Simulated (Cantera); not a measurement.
**Halide evaporation, hydrolysis and transport: BaF₂ + HF + N₂**

Feed: 1 mol BaF₂, 0.079 mol HF, 4.2 mol N₂, held at 1.00 Torr.

These are equilibrium values from Cantera (NASA tables, ideal gas, pure condensed phases), not measurements of a reactor. Candidate condensed phases: Ba, BaF₂; 24 gas species. Rates play no part.

```json
[
 {"T (K)": "998", "log p N₂": "-2.88", "log p BaF₂": "-11.06", "log p HF": "-4.61", "log p F": "-13.36", "log p BaF": "<-14", "log p H": "<-14", "log p H₂": "-13.67", "log p Ba": "<-14", "n BaF₂(s)": "1.00"},
 {"T (K)": "1098", "log p N₂": "-2.88", "log p BaF₂": "-9.23", "log p HF": "-4.61", "log p F": "-12.23", "log p BaF": "<-14", "log p H": "-13.88", "log p H₂": "-12.54", "log p Ba": "<-14", "n BaF₂(s)": "1.000"},
 {"T (K)": "1198", "log p N₂": "-2.88", "log p BaF₂": "-7.72", "log p HF": "-4.61", "log p F": "-11.27", "log p BaF": "<-14", "log p H": "-12.52", "log p H₂": "-11.60", "log p Ba": "<-14", "n BaF₂(s)": "1.000"},
 {"T (K)": "1298", "log p N₂": "-2.88", "log p BaF₂": "-6.47", "log p HF": "-4.61", "log p F": "-10.46", "log p BaF": "-13.09", "log p H": "-11.38", "log p H₂": "-10.82", "log p Ba": "<-14", "n BaF₂(s)": "0.999"},
 {"T (K)": "1398", "log p N₂": "-2.88", "log p BaF₂": "-5.42", "log p HF": "-4.61", "log p F": "-9.75", "log p BaF": "-11.13", "log p H": "-10.41", "log p H₂": "-10.18", "log p Ba": "<-14", "n BaF₂(s)": "0.988"},
 {"T (K)": "1498", "log p N₂": "-2.89", "log p BaF₂": "-4.52", "log p HF": "-4.62", "log p F": "-9.06", "log p BaF": "-9.52", "log p H": "-9.65", "log p H₂": "-9.77", "log p Ba": "<-14", "n BaF₂(s)": "0.902"},
 {"T (K)": "1598", "log p N₂": "-2.94", "log p BaF₂": "-3.76", "log p HF": "-4.67", "log p F": "-8.26", "log p BaF": "-8.33", "log p H": "-9.23", "log p H₂": "-9.92", "log p Ba": "-14.44", "n BaF₂(s)": "0.356"},
 {"T (K)": "1698", "log p N₂": "-2.97", "log p BaF₂": "-3.60", "log p HF": "-4.70", "log p F": "-7.65", "log p BaF": "-7.69", "log p H": "-8.74", "log p H₂": "-9.81", "log p Ba": "-13.29", "n BaF₂(s)": "0"},
 {"T (K)": "1798", "log p N₂": "-2.97", "log p BaF₂": "-3.60", "log p HF": "-4.70", "log p F": "-7.17", "log p BaF": "-7.21", "log p H": "-8.22", "log p H₂": "-9.54", "log p Ba": "-12.28", "n BaF₂(s)": "0"},
 {"T (K)": "1898", "log p N₂": "-2.97", "log p BaF₂": "-3.60", "log p HF": "-4.70", "log p F": "-6.73", "log p BaF": "-6.78", "log p H": "-7.76", "log p H₂": "-9.30", "log p Ba": "-11.38", "n BaF₂(s)": "0"},
 {"T (K)": "1998", "log p N₂": "-2.97", "log p BaF₂": "-3.60", "log p HF": "-4.70", "log p F": "-6.35", "log p BaF": "-6.39", "log p H": "-7.33", "log p H₂": "-9.08", "log p Ba": "-10.57", "n BaF₂(s)": "0"},
 {"T (K)": "2098", "log p N₂": "-2.97", "log p BaF₂": "-3.60", "log p HF": "-4.70", "log p F": "-5.99", "log p BaF": "-6.05", "log p H": "-6.95", "log p H₂": "-8.88", "log p Ba": "-9.84", "n BaF₂(s)": "0"},
 {"T (K)": "2198", "log p N₂": "-2.98", "log p BaF₂": "-3.60", "log p HF": "-4.71", "log p F": "-5.67", "log p BaF": "-5.73", "log p H": "-6.61", "log p H₂": "-8.71", "log p Ba": "-9.17", "n BaF₂(s)": "0"}
]
```
log p: log10 of the partial pressure in bar; n: condensed amount in mol.

From 998 K to 1598 K the condensed part is BaF₂(s). From 1698 K to 2198 K nothing is condensed.
